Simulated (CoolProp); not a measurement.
The fluid at 501.12 K and 4.74 MPa is throttled through a valve to 1.28 MPa with no heat exchange. The same conditions are run with several fluids, on thermodynamics alone (safety and materials aside).

Model: reference Helmholtz-energy equation of state of each fluid (m-xylene: Zhou 2012; o-xylene: Zhou 2012; toluene: Lemmon 2006; dodecamethylcyclohexasiloxane (D6): Colonna 2008; p-xylene: Zhou 2012), in CoolProp.

| fluid | temperature change (K) | final density (kg/m³) |
|---|---|---|
| m-xylene | +0.1 | ? |
| o-xylene | ? | 681 |
| toluene | ? | ? |
| dodecamethylcyclohexasiloxane (D6) | ? | ? |
| p-xylene | +0.1 | ? |

**Question.** Some entries are withheld; supply them.

**Answer.** 
- m-xylene, final density (kg/m³): 657
- o-xylene, temperature change (K): +0.3
- toluene, temperature change (K): -0.3
- toluene, final density (kg/m³): 637
- dodecamethylcyclohexasiloxane (D6), temperature change (K): +0.5
- dodecamethylcyclohexasiloxane (D6), final density (kg/m³): 739
- p-xylene, final density (kg/m³): 654
